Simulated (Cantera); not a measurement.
Input (Python, Cantera):

```python
import numpy as np
import cantera as ct

gas = ct.Solution("gri30.yaml")
gas.TPX = 350, 200000, {'CH4': 1, 'CO': 0.44, 'O2': 2.22, 'N2': 6.88, 'CO2': 1.8}
flame = ct.FreeFlame(gas, width=0.025)
flame.set_refine_criteria(ratio=3, slope=0.08, curve=0.16)
flame.transport_model = "mixture-averaged"
flame.solve(loglevel=0, auto=True)
z, T = flame.grid, flame.T
thick = (T[-1] - T[0]) / np.gradient(T, z).max()
show = ['CH4', 'CO', 'O2', 'HO2', 'H2', 'HCO']
print(f"laminar burning velocity  {flame.velocity[0] * 100:.3f} cm/s")
print(f"burnt temperature         {T[-1]:.1f} K")
print(f"thermal thickness         {thick * 1e3:.4f} mm")
print(f"grid points               {len(z)}")
z0 = z[flame.heat_release_rate.argmax()]
print(f"{'z/mm':>9s}{'T/K':>9s}{'u/(m/s)':>9s}" + "".join(f"{s:>11s}" for s in show))
rows = []
for k in (-3, -2, -1.5, -1, -0.5, -0.25, 0, 0.25, 0.5, 1, 2, 4, 8):
    zz = z0 + k * thick
    rows.append([k * thick, np.interp(zz, z, T), np.interp(zz, z, flame.velocity),
                 *(np.interp(zz, z, flame.X[gas.species_index(s)]) for s in show)])
    print(f"{rows[-1][0] * 1e3:9.3f}{rows[-1][1]:9.1f}{rows[-1][2]:9.3f}" + "".join(f"{x:11.3e}" for x in rows[-1][3:]))
```

Output:

```
laminar burning velocity  22.469 cm/s
burnt temperature         2135.8 K
thermal thickness         0.3677 mm
grid points               137
     z/mm      T/K  u/(m/s)        CH4         CO         O2        HO2         H2        HCO
   -1.103    350.2    0.225  8.098e-02  3.564e-02  1.798e-01  1.619e-08  4.850e-04  1.245e-20
   -0.735    352.8    0.227  8.068e-02  3.564e-02  1.794e-01  2.909e-07  1.451e-03  2.208e-17
   -0.552    362.9    0.234  7.984e-02  3.572e-02  1.785e-01  1.458e-06  2.584e-03  2.979e-15
   -0.368    436.5    0.282  7.494e-02  3.664e-02  1.723e-01  1.342e-05  4.769e-03  3.650e-12
   -0.184    856.7    0.559  5.025e-02  4.357e-02  1.345e-01  1.199e-04  7.953e-03  4.175e-08
   -0.092   1263.8    0.828  2.628e-02  5.160e-02  9.363e-02  1.450e-04  9.449e-03  2.254e-06
    0.000   1655.3    1.083  4.325e-03  5.661e-02  4.836e-02  7.868e-05  9.036e-03  1.500e-05
    0.092   1805.3    1.174  9.262e-05  4.585e-02  2.756e-02  1.657e-05  6.169e-03  1.625e-06
    0.184   1868.4    1.208  1.090e-06  3.742e-02  2.183e-02  1.041e-05  5.229e-03  8.121e-08
    0.368   1940.8    1.249  6.410e-10  3.037e-02  1.749e-02  6.280e-06  4.378e-03  2.891e-08
    0.735   2010.2    1.288  3.272e-15  2.407e-02  1.353e-02  3.306e-06  3.321e-03  1.129e-08
    1.471   2063.7    1.317  2.947e-17  1.844e-02  1.024e-02  1.706e-06  2.437e-03  4.223e-09
    2.942   2102.1    1.338  1.307e-17  1.397e-02  7.763e-03  9.257e-07  1.794e-03  1.623e-09
```

Detailed kinetics in Cantera: GRI-Mech 3.0 (53 species, 325 reactions). Burning velocities carry a grid error of a few per cent, more on coarse grids.
